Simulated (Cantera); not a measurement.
Cantera run:

```python
import numpy as np
import cantera as ct

gas_names = """
    H HO2 H2 H2O H2O2 Hg O OH O2 O3
""".split()
cond_names = """
    H2O(s) H2O(L) Hg(cr) Hg(L) HgO(s)
""".split()


# ... load() reads the species with a 1 bar reference pressure and builds the phases ...
atoms = {
    'HgO': {'Hg': 1, 'O': 1},
    'H2': {'H': 2},
}
top_T = {}  # K; cautious upper limits of use, not melting points


# ... equilibrate(T, P, feed) seeds the gas with the atoms and calls Mixture.equilibrate('TP', solver="vcs", rtol=1e-11, max_steps=5000) ...
results = []
T = 1600  # K
P = 570  # Pa
for m in [0.99, 2.4, 3.9, 5.3, 6.8, 8.2, 9.7, 11, 13, 14, 15]:
    feed = {'HgO': 1, 'H2': m}  # mol
    mix = equilibrate(T, P, feed)
    results.append((T, P, feed, dict(zip(mix.species_names, mix.species_moles))))
    x = sorted(zip(gas.X, gas.species_names), reverse=True)
    print(f"T = {T:g} K  P = {P:g} Pa  n(H2) = {m:g} mol  gas = {mix.phase_moles(0):.4g} mol")
    print("   x: " + "  ".join(f"{s} {v:.3e}" for v, s in x if v > 0.001))
    print("   condensed (mol): " + ("  ".join(f"{mix.phase(i).name} {mix.phase_moles(i):.4g}"
          for i in range(1, mix.n_phases) if mix.phase_moles(i) > 1e-12) or "none"))
```

It prints:

```
T = 1600 K  P = 570 Pa  n(H2) = 0.99 mol  gas = 1.996 mol
   x: Hg 5.010e-01  H2O 4.949e-01  O2 2.795e-03
   condensed (mol): none
T = 1600 K  P = 570 Pa  n(H2) = 2.4 mol  gas = 3.401 mol
   x: H2 4.114e-01  Hg 2.940e-01  H2O 2.940e-01
   condensed (mol): none
T = 1600 K  P = 570 Pa  n(H2) = 3.9 mol  gas = 4.901 mol
   x: H2 5.914e-01  Hg 2.040e-01  H2O 2.040e-01
   condensed (mol): none
T = 1600 K  P = 570 Pa  n(H2) = 5.3 mol  gas = 6.302 mol
   x: H2 6.820e-01  Hg 1.587e-01  H2O 1.587e-01
   condensed (mol): none
T = 1600 K  P = 570 Pa  n(H2) = 6.8 mol  gas = 7.802 mol
   x: H2 7.430e-01  Hg 1.282e-01  H2O 1.282e-01
   condensed (mol): none
T = 1600 K  P = 570 Pa  n(H2) = 8.2 mol  gas = 9.203 mol
   x: H2 7.820e-01  Hg 1.087e-01  H2O 1.087e-01
   condensed (mol): none
T = 1600 K  P = 570 Pa  n(H2) = 9.7 mol  gas = 10.7 mol
   x: H2 8.125e-01  Hg 9.343e-02  H2O 9.342e-02
   condensed (mol): none
T = 1600 K  P = 570 Pa  n(H2) = 11 mol  gas = 12 mol
   x: H2 8.327e-01  Hg 8.331e-02  H2O 8.330e-02
   condensed (mol): none
T = 1600 K  P = 570 Pa  n(H2) = 13 mol  gas = 14 mol
   x: H2 8.565e-01  Hg 7.140e-02  H2O 7.140e-02
   condensed (mol): none
T = 1600 K  P = 570 Pa  n(H2) = 14 mol  gas = 15.01 mol
   x: H2 8.660e-01  Hg 6.664e-02  H2O 6.664e-02
   condensed (mol): none
T = 1600 K  P = 570 Pa  n(H2) = 15 mol  gas = 16.01 mol
   x: H2 8.744e-01  Hg 6.248e-02  H2O 6.248e-02
   condensed (mol): none
```

Equilibrium computed with Cantera from the NASA thermochemical tables; the gas is ideal and each condensed phase is pure.
